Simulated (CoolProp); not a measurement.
2000 sccm (0 °C, 1 atm) of nitrogen bubbles through liquid propylene glycol at 359.5 K and leaves saturated at a total pressure of 0.0417 MPa (ideal gas phase). Each further row changes one setting.

The numbers come from the reference Helmholtz-energy equation of state, Eisenbach 2021 in CoolProp.

| case | vapour pressure (kPa) | mole fraction of vapour | delivery (mg/min) | delivery (sccm) | change of delivery for a bath 1 K warmer (%) |
|---|---|---|---|---|---|
| as stated | 1.42 | 0.0339 | 239 | 70.3 | 6.0 |
| bath temperature 364.5 K | 1.87 | 0.0449 | 319 | 94.0 | 5.9 |
| total pressure 0.0834 MPa | 1.42 | 0.0170 | 117 | 34.5 | 5.9 |
